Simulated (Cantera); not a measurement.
What does this Cantera script print?

```python
import numpy as np
import cantera as ct

gas_names = """
    H HNO HNO2 HNO3 HO2 H2 H2O H2O2 N NH NH2 NH3 NH2OH NO NO2 NO3 N2 N2H2 N2H4 N2O O OH O2 O3
""".split()
cond_names = """
    H2O(s) H2O(L)
""".split()


# ... load() reads the species with a 1 bar reference pressure and builds the phases ...
atoms = {
    'N2O': {'N': 2, 'O': 1},
    'O2': {'O': 2},
    'H2': {'H': 2},
}
top_T = {}  # K; cautious upper limits of use, not melting points


# ... equilibrate(T, P, feed) seeds the gas with the atoms and calls Mixture.equilibrate('TP', solver="vcs", rtol=1e-11, max_steps=5000) ...
results = []
feed = {'N2O': 1, 'O2': 0.64, 'H2': 0.5}  # mol
P = 17000  # Pa
for T in [723, 873, 1023, 1173, 1323, 1473, 1623, 1773, 1923, 2073, 2223, 2373, 2523, 2673]:
    mix = equilibrate(T, P, feed)
    results.append((T, P, feed, dict(zip(mix.species_names, mix.species_moles))))
    x = sorted(zip(gas.X, gas.species_names), reverse=True)
    print(f"T = {T:g} K  P = {P:g} Pa  gas = {mix.phase_moles(0):.4g} mol")
    print("   x: " + "  ".join(f"{s} {v:.3e}" for v, s in x if v > 1e-06))
    print("   condensed (mol): " + ("  ".join(f"{mix.phase(i).name} {mix.phase_moles(i):.4g}"
          for i in range(1, mix.n_phases) if mix.phase_moles(i) > 1e-12) or "none"))
```

It prints:

```
T = 723 K  P = 17000 Pa  gas = 2.39 mol
   x: N2 4.184e-01  O2 3.724e-01  H2O 2.092e-01
   condensed (mol): none
T = 873 K  P = 17000 Pa  gas = 2.39 mol
   x: N2 4.184e-01  O2 3.724e-01  H2O 2.092e-01  NO 6.133e-06
   condensed (mol): none
T = 1023 K  P = 17000 Pa  gas = 2.39 mol
   x: N2 4.184e-01  O2 3.724e-01  H2O 2.092e-01  NO 3.886e-05
   condensed (mol): none
T = 1173 K  P = 17000 Pa  gas = 2.39 mol
   x: N2 4.183e-01  O2 3.723e-01  H2O 2.092e-01  NO 1.536e-04  OH 5.345e-06  NO2 1.633e-06
   condensed (mol): none
T = 1323 K  P = 17000 Pa  gas = 2.39 mol
   x: N2 4.182e-01  O2 3.721e-01  H2O 2.092e-01  NO 4.447e-04  OH 3.544e-05  NO2 2.423e-06
   condensed (mol): none
T = 1473 K  P = 17000 Pa  gas = 2.39 mol
   x: N2 4.179e-01  O2 3.718e-01  H2O 2.091e-01  NO 1.036e-03  OH 1.600e-04  O 4.127e-06  NO2 3.324e-06  H2 1.089e-06
   condensed (mol): none
T = 1623 K  P = 17000 Pa  gas = 2.39 mol
   x: N2 4.173e-01  O2 3.711e-01  H2O 2.089e-01  NO 2.064e-03  OH 5.463e-04  O 2.810e-05  H2 7.204e-06  NO2 4.306e-06
   condensed (mol): none
T = 1773 K  P = 17000 Pa  gas = 2.391 mol
   x: N2 4.164e-01  O2 3.699e-01  H2O 2.083e-01  NO 3.654e-03  OH 1.513e-03  O 1.385e-04  H2 3.466e-05  NO2 5.339e-06  H 4.062e-06  HO2 1.437e-06
   condensed (mol): none
T = 1923 K  P = 17000 Pa  gas = 2.393 mol
   x: N2 4.149e-01  O2 3.679e-01  H2O 2.070e-01  NO 5.902e-03  OH 3.565e-03  O 5.324e-04  H2 1.304e-04  H 2.609e-05  NO2 6.390e-06  HO2 2.897e-06
   condensed (mol): none
T = 2073 K  P = 17000 Pa  gas = 2.397 mol
   x: N2 4.127e-01  O2 3.644e-01  H2O 2.044e-01  NO 8.862e-03  OH 7.383e-03  O 1.682e-03  H2 4.035e-04  H 1.281e-04  NO2 7.419e-06  HO2 5.245e-06
   condensed (mol): none
T = 2223 K  P = 17000 Pa  gas = 2.406 mol
   x: N2 4.094e-01  O2 3.586e-01  H2O 1.996e-01  OH 1.374e-02  NO 1.252e-02  O 4.539e-03  H2 1.063e-03  H 5.067e-04  HO2 8.668e-06  NO2 8.375e-06
   condensed (mol): none
T = 2373 K  P = 17000 Pa  gas = 2.423 mol
   x: N2 4.043e-01  O2 3.493e-01  H2O 1.914e-01  OH 2.330e-02  NO 1.679e-02  O 1.075e-02  H2 2.443e-03  H 1.674e-03  HO2 1.319e-05  NO2 9.183e-06
   condensed (mol): none
T = 2523 K  P = 17000 Pa  gas = 2.455 mol
   x: N2 3.966e-01  O2 3.350e-01  H2O 1.782e-01  OH 3.628e-02  O 2.276e-02  NO 2.144e-02  H2 4.959e-03  H 4.747e-03  HO2 1.852e-05  NO2 9.745e-06
   condensed (mol): none
T = 2673 K  P = 17000 Pa  gas = 2.511 mol
   x: N2 3.852e-01  O2 3.139e-01  H2O 1.584e-01  OH 5.194e-02  O 4.373e-02  NO 2.611e-02  H 1.175e-02  H2 8.930e-03  HO2 2.387e-05  NO2 9.941e-06  N 1.970e-06
   condensed (mol): none
```

These are equilibrium values from Cantera (NASA tables, ideal gas, pure condensed phases), not measurements of a reactor.
